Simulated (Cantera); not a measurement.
A perfectly stirred reactor is fed with CH₄ : O₂ : N₂ = 1 : 2 : 7.52 (molar parts), equivalence ratio 1.0, at 1.01 bar; it is adiabatic with a 475 K inlet, and is followed from long to short residence time, starting on the burning branch (τ in s: 0.18, 0.061, 0.021, 0.0075, 0.0026, 0.00092, 0.00032, 0.00011, 3.9e-05, 1.4e-05, 4.8e-06).

Computed with Cantera and GRI-Mech 3.0 (53 species, 325 reactions).

Q: What does this change do: pressure from 1.01 bar to 10.0 bar?

A: 
```json
[
 {"quantity": "blow-out, bracketed by the residence times tried", "before": "burning at 0.110 ms, out at 39.0 µs", "after": "burning at 39.0 µs, out at 14.0 µs"},
 {"quantity": "x(CH₄) at τ = 0.180 s", "before": "1.57e-6", "after": "3.84e-7"},
 {"quantity": "x(O₂) at τ = 0.180 s", "before": "0.00700", "after": "0.00373"},
 {"quantity": "x(C₂H₆) at τ = 0.180 s", "before": "<1e-12", "after": "<1e-12"},
 {"quantity": "x(CH₂) at τ = 0.180 s", "before": "7.66e-8", "after": "1.33e-8"},
 {"quantity": "x(H₂) at τ = 0.180 s", "before": "0.00517", "after": "0.00292"},
 {"quantity": "x(CH₄) at τ = 0.920 ms", "before": "0.000101", "after": "4.25e-5"},
 {"quantity": "x(O₂) at τ = 0.920 ms", "before": "0.0178", "after": "0.00734"},
 {"quantity": "x(C₂H₆) at τ = 0.920 ms", "before": "1.22e-9", "after": "1.53e-9"},
 {"quantity": "x(CH₂) at τ = 0.920 ms", "before": "3.22e-6", "after": "1.75e-6"},
 {"quantity": "x(H₂) at τ = 0.920 ms", "before": "0.0127", "after": "0.00452"}
]
```
